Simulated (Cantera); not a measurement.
Thermodynamics of fluorocarbon and chlorocarbon gases, feed CHF3 + F2

Input: 1 mol CHF3, 0.023 mol F2, equilibrated at 1.20 Torr.

Cantera equilibrium calculation (NASA polynomials, part measured and part estimated; ideal gas, pure solids and liquids). Candidate condensed phases: C, C6H6, C7H8, C8H18; 95 gas species. Gases not in the tables: C2F6 and larger saturated fluorocarbons. Equilibrium is a limit: real reactors are often held back by kinetics, nucleation or transport.

From 1850 °C to 2600 °C the condensed part is C(graphite). At 2750 °C nothing is condensed. The main C-bearing gas is CF2 at 1850 °C and C3 at 2750 °C. The share of C in condensed phases is highest at 2300 °C (80.4 %) and lowest at 2750 °C (0.0 %).

```tsv
T (°C)	x F	x HF	x CF2	x CF4	x C3	x CF	x H	x C	x C2	n C(graphite)
1850	0.227	0.479	0.206	0.0808	2.99e-7	0.00187	1.12e-5	2.31e-7	2.58e-8	0.386
2000	0.413	0.395	0.177	0.00764	6.31e-6	0.00622	4.61e-5	3.35e-6	5.58e-7	0.513
2150	0.536	0.358	0.0910	0.000340	9.01e-5	0.0137	0.000223	3.49e-5	8.19e-6	0.705
2300	0.595	0.339	0.0392	1.31e-5	0.000936	0.0242	0.00106	0.000276	8.74e-5	0.804
2450	0.608	0.324	0.0160	5.45e-7	0.00744	0.0371	0.00455	0.00173	0.000716	0.760
2600	0.577	0.288	0.00618	2.36e-8	0.0473	0.0506	0.0168	0.00897	0.00469	0.275
2750	0.575	0.234	0.00180	1.05e-9	0.0623	0.0440	0.0470	0.0248	0.0101	0
```
x: gas mole fraction; n: condensed amount in mol.
